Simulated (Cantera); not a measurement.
Feed: 1 mol Fe3O4, 0.045 mol Cl2, 0.036 mol H2, held at 700 K and 0.620 bar.

Method: chemical equilibrium by Gibbs-energy minimisation in Cantera with the NASA 1993 tables (ideal gas, pure condensed phases). Candidate condensed phases: Fe, FeCl2, FeCl3, FeO, Fe(OH)2, Fe(OH)3, Fe2O3, Fe3O4, H2O; 22 gas species. Condensed phases not in the tables: FeOCl. Rates play no part.

Base state: H2O 0.744, HCl 0.256 (mole fractions); condensed: FeCl2(s) + Fe2O3(s) + Fe3O4(s).

Problem. What changes in the equilibrium state with this change: pressure from 0.620 bar to 1.20 bar?

Solution. 
| species | before | after |
|---|---|---|
| H2O | 0.744 | 0.808 |
| HCl | 0.256 | 0.192 |
| H2 | 9.38e-6 | 1.02e-5 |
| FeCl2(s), mol | 0.0397 | 0.0412 |
| Fe2O3(s), mol | 0.0667 | 0.0682 |
| Fe3O4(s), mol | 0.942 | 0.941 |
